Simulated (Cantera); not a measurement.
Feed: 1 mol Si3N4, 0.12 mol H2O, a varied amount of H2, at 101000 Pa.

Equilibrium computed with Cantera from the NASA thermochemical tables; the gas is ideal and each condensed phase is pure. Candidate condensed phases: H2O, Si, SiO2, Si2N2O, Si3N4; 35 gas species. Mutual solubility and eutectic melting of coexisting phases are not modelled. Kinetics and transport are ignored.

Task: What condenses at these points (T in K, n(H2) in mol): (900, 110); (1600, 210); (1900, 94); (1800, 78); (1900, 110); (1800, 250); (2100, 140)?

Result: 
| T (K) | n(H2) in mol | condensed phases | Si condensed (%) |
|---|---|---|---|
| 900 | 110 | Si2N2O + Si3N4 | 100.0 |
| 1600 | 210 | Si + Si2N2O + Si3N4 | 99.9 |
| 1900 | 94 | Si | 95.7 |
| 1800 | 78 | Si + Si2N2O + Si3N4 | 99.0 |
| 1900 | 110 | Si | 95.7 |
| 1800 | 250 | Si + Si2N2O | 96.7 |
| 2100 | 140 | Si | 94.1 |
